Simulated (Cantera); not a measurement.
An isothermal, constant-pressure homogeneous reactor starts with N2O : H2 : N2 = 1 : 0.021 : 2.3 (molar parts), at 1275 K and 1.18 atm.

Computed with Cantera and GRI-Mech 3.0 (53 species, 325 reactions). GRI-Mech 3.0 was tuned for natural gas; its chemistry of N2O as a main component is partial and can be far from experiment. The mechanism lacks the step 2 NO + O2 → 2 NO2, which can matter for NO2 below about 1400 K. The temperature is held fixed by assumption; the heat of reaction is taken as removed at once.

Problem. Predict: x(N2O) at 100 s; x(O) at 100 s; x(NO) at 100 s; x(NO2) at 100 s; x(O2) at 100 s.

Solution. 
```
Item                                                Value
---------------  ----------------------------------------
x(N2O) at 100 s   1.63e-7 (gas-phase equilibrium 2.13e-8)
x(O) at 100 s     3.51e-8 (gas-phase equilibrium 3.68e-8)
x(NO) at 100 s    0.0232 (gas-phase equilibrium 0.000276)
x(NO2) at 100 s  0.000227 (gas-phase equilibrium 2.84e-6)
x(O2) at 100 s        0.117 (gas-phase equilibrium 0.128)
```
